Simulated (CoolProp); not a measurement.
A simple Rankine cycle with cyclopropane: condensing at 305.15 K, boiler at 2.31 MPa, turbine inlet 388.6 K, turbine efficiency 0.7, pump efficiency 0.7, no recuperator. Each further row changes one setting.

Values from CoolProp's reference Helmholtz-energy equation of state, Polt 1992. This equation is an older, rougher fit; its heat capacities, sound speeds and derivatives of the liquid may be far off and weren't checked against measurements.

```csv
case,thermal efficiency (%),net work (kJ/kg),heat in (kJ/kg),turbine exit temperature (K),volume ratio over the turbine
as stated,7.7,39.1,506,349.1,2.63
turbine inlet 408.6 K,7.8,42.8,549,371.2,2.62
condensing temperature 297.15 K,9.1,47.6,524,341.5,3.22
boiler pressure 1.62 MPa,5.2,27.1,522,365.1,1.83
turbine efficiency 0.6,6.5,33.0,506,352.6,2.67
```
